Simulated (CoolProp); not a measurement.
Vapour-liquid equilibrium of isopentane (1) + toluene (2) at 0.268 MPa; x and y are mole fractions of (1).

Computed with CoolProp (multi-fluid Helmholtz-energy mixture model, Lemmon 2006 and Lemmon 2006; pair parameters Bell 2016).

Question: Give the bubble temperature and the first vapour's composition at x = 0.05, 0.125, 0.2. Is there an azeotrope?

Answer: x = 0.05: 136.2 °C, y = 0.278; x = 0.125: 119.8 °C, y = 0.550; x = 0.2: 106.9 °C, y = 0.707. No azeotrope shows between x = 0.05 and 0.95.

The pair parameters rest on a limited set of measurements; away from them the model extrapolates.
